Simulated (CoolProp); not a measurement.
A closed Brayton cycle with carbon dioxide: compressor inlet 312.15 K and 9.4 MPa, high pressure 22.1 MPa, turbine inlet 875 K, compressor efficiency 0.8, turbine efficiency 0.85, recuperator effectiveness 0 (on enthalpy, no pinch check). Each further row changes one setting.

Computed with CoolProp (reference Helmholtz-energy equation of state, Span 1996).

```tsv
case	thermal efficiency (%)	net work (kJ/kg)	compressor to turbine work	compressor exit (K)	turbine exit (K)
as stated	12.0	90.5	0.21	342.4	773.8
turbine inlet 825 K	12.0	83.2	0.22	342.4	727.3
compressor inlet 322.15 K	11.6	77.1	0.33	382.1	773.8
high pressure 18.8 MPa	9.9	75.8	0.19	336.1	792.5
recuperator effectiveness 0.5	18.3	90.5	0.21	342.4	773.8
```
